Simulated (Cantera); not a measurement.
A Cantera script and what it prints.

```python
import numpy as np
import cantera as ct

gas_names = """
    H2 HI
""".split()
cond_names = """
    NaI(s) NaI(L) Na(cr) Na(L)
""".split()


# ... load() reads the species with a 1 bar reference pressure and builds the phases ...
species = {s.name: s for s in load("nasa_gas.yaml", gas_names) + load("nasa_condensed.yaml", cond_names)}
# Each term lists the table entries of one substance; the one whose range holds T is used.
reactions = {
    '2 NaI + H2(g) = 2 HI(g) + 2 Na':
        [(-2, ['NaI(s)', 'NaI(L)']), (-1, ['H2']), (2, ['HI']), (2, ['Na(cr)', 'Na(L)'])],
}


def pick(names, T):
    return next(species[n] for n in names if species[n].thermo.min_temp <= T <= species[n].thermo.max_temp)


results = []
for label, terms in reactions.items():
    print(label)
    print("     T/K   dH/kJ  dS/(J/K)   dG/kJ   log10 K")
    for T in [300, 523, 623, 723, 823, 923, 1023, 1123, 1223, 1323, 1423, 1523]:
        used = [(nu, pick(names, T)) for nu, names in terms]
        dH = sum(nu * s.thermo.h(T) for nu, s in used) / 1e6
        dS = sum(nu * s.thermo.s(T) for nu, s in used) / 1e3
        dG = dH - T * dS / 1e3
        logK = -dG * 1e6 / (ct.gas_constant * T * np.log(10))
        results.append((label, T, dH, dS, dG, logK, [s.name for _, s in used]))
        print(f"{T:8g} {dH:8.1f} {dS:8.1f} {dG:8.1f} {logK:8.2f}")
```

Result:

```
2 NaI + H2(g) = 2 HI(g) + 2 Na
     T/K   dH/kJ  dS/(J/K)   dG/kJ   log10 K
     300    628.4    188.0    572.0   -99.59
     523    629.8    192.6    529.1   -52.84
     623    627.8    189.1    510.0   -42.76
     723    625.5    185.7    491.3   -35.49
     823    623.0    182.5    472.9   -30.01
     923    620.4    179.5    454.8   -25.74
    1023    569.7    125.3    441.6   -22.55
    1123    566.2    122.0    429.2   -19.96
    1223    562.8    119.1    417.1   -17.82
    1323    559.5    116.5    405.4   -16.00
    1423    556.5    114.3    393.8   -14.46
    1523    553.6    112.4    382.5   -13.12
```

Source: NASA polynomial tables (part measured, part estimated), evaluated in Cantera. Condensed species are held in their standard states even where they would react or evaporate.
